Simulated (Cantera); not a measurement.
Feed: 1 mol Si, 0.0018 mol O₂, 1.3 mol H₂, held at 1873 K and 3.20 bar.

These are equilibrium values from Cantera (NASA tables, ideal gas, pure condensed phases), not measurements of a reactor. Candidate condensed phases: H₂O, Si, SiO₂; 18 gas species. Gases not in the tables: Si₂H₆ and higher silanes. Kinetics and transport are ignored.

Base state: H₂ 0.997, SiO 0.00275, H 0.000360, SiH₂ 4.89e-5 (mole fractions); condensed: Si(l).

### Question
What changes in the equilibrium state with this change: temperature from 1873 K to 950 K?

### Answer
| species | before | after |
|---|---|---|
| H₂ | 0.997 | 1.000 |
| SiO | 0.00275 | <1e-9 |
| H | 0.000360 | <1e-9 |
| SiH₂ | 4.89e-5 | <1e-9 |
| Si(l), mol | 0.996 | 0 |
| Si(s), mol | 0 | 0.998 |
| SiO₂(β-quartz), mol | 0 | 0.00180 |

### Question
What changes in the equilibrium state with this change: temperature from 1873 K to 1150 K?

### Answer
| species | before | after |
|---|---|---|
| H₂ | 0.997 | 1.000 |
| H | 0.000360 | 4.17e-8 |
| SiO | 0.00275 | 3.73e-8 |
| SiH₂ | 4.89e-5 | 4.15e-9 |
| Si(l), mol | 0.996 | 0 |
| Si(s), mol | 0 | 0.998 |
| SiO₂(β-quartz), mol | 0 | 0.00180 |
Mutual solubility and eutectic melting of coexisting phases are not modelled. The tables hold silica as quartz up to 1696 K and as liquid above; real silica turns to tridymite and cristobalite and melts near 1996 K.
